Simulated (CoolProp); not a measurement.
A closed Brayton cycle with dry air: compressor inlet 306.15 K and 1.7 MPa, high pressure 4.39 MPa, turbine inlet 960 K, compressor efficiency 0.89, turbine efficiency 0.9, recuperator effectiveness 0.95 (on enthalpy, no pinch check). Each further row changes one setting.

Values from CoolProp's reference Helmholtz-energy equation of state, Lemmon 2000. It is a pseudo-pure fit of the blend.

```
case                           thermal efficiency (%)  net work (kJ/kg)  compressor to turbine work  compressor exit (K)  turbine exit (K)
-----------------------------  ----------------------  ----------------  --------------------------  -------------------  ----------------
as stated                                        44.3               103                        0.51                413.7             772.3
turbine inlet 910 K                              41.9              91.7                        0.54                413.7             730.6
compressor inlet 316.15 K                        42.9              99.2                        0.53                427.0             772.3
high pressure 3.73 MPa                           45.0              90.9                        0.49                393.2             801.8
recuperator effectiveness 0.5                    25.5               103                        0.51                413.7             772.3
```
